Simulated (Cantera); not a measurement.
## Equilibrium for halide evaporation, hydrolysis and transport: CaF₂ + N₂

Input: 1 mol CaF₂, 0.13 mol N₂, held at 3.50e-5 bar.

These are equilibrium values from Cantera (NASA tables, ideal gas, pure condensed phases), not measurements of a reactor. Candidate condensed phases: Ca, CaF₂; 11 gas species. Equilibrium is a limit: real reactors are often held back by kinetics, nucleation or transport.

From 1000 K to 1600 K the condensed part is CaF₂(s). From 1700 K to 2200 K nothing is condensed.

```
T (K)  log p N₂  log p CaF₂  log p F  log p CaF  log p Ca  n CaF₂(s)
-----  --------  ----------  -------  ---------  --------  ---------
1000      -4.46      -12.90     <-16       <-16      <-16       1.00
1100      -4.46      -10.89     <-16     -14.42    -16.43       1.00
1200      -4.46       -9.23   -14.66     -14.26      <-16      1.000
1300      -4.46       -7.84   -12.77     -12.76      <-16      1.000
1400      -4.46       -6.66   -11.32     -11.32    -15.08      0.999
1500      -4.48       -5.66   -10.09     -10.09    -13.74      0.991
1600      -4.72       -4.80    -9.01      -9.01    -12.58      0.893
1700      -5.40       -4.51    -8.29      -8.29    -11.55          0
1800      -5.40       -4.51    -7.78      -7.79    -10.63          0
1900      -5.40       -4.51    -7.33      -7.33     -9.81          0
2000      -5.40       -4.51    -6.92      -6.93     -9.08          0
2100      -5.40       -4.52    -6.55      -6.56     -8.42          0
2200      -5.40       -4.53    -6.21      -6.24     -7.82          0
```
log p: log10 of the partial pressure in bar; n: condensed amount in mol.
